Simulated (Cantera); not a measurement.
A closed system holds: 1 mol Si, a varied amount of HF, 0.68 mol N2, equilibrated at 750 K and 1000 Pa.

Method: chemical equilibrium by Gibbs-energy minimisation in Cantera with the NASA 1993 tables (ideal gas, pure condensed phases). Candidate condensed phases: Si, Si3N4; 37 gas species. N2 is the only nitrogen source here; it is nearly inert below about 1500 K, so the nitride shown seldom forms there in practice. The numbers say what is thermodynamically allowed, not how fast it happens.

What share of the Si ends up in condensed phases as a function of n(HF) (mol), at 1.8, 2.5, 3.1, 3.8, 4.4, 5.1, 5.8, 6.4, 7.1, 7.7?


```csv
n(HF) (mol),Si condensed (%),as
1.8,55.0,Si3N4(s)
2.5,37.5,Si3N4(s)
3.1,22.5,Si3N4(s)
3.8,5.0,Si3N4(s)
4.4,0.0,-
5.1,0.0,-
5.8,0.0,-
6.4,0.0,-
7.1,0.0,-
7.7,0.0,-
```
